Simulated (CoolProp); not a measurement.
Values from CoolProp's reference Helmholtz-energy equation of state, Lemmon 2006. It is a short technical equation, of lower accuracy than the large ones.

**Question.** For C2F6 (R116), give the phase and the density (kg/m³), speed of sound (m/s), Joule-Thomson coefficient (K/MPa) at -95.05 °C and 183 kPa.

**Answer.** 
- -95.05 °C and 183 kPa: liquid; density 1680, speed of sound 633, Joule-Thomson coefficient -0.369
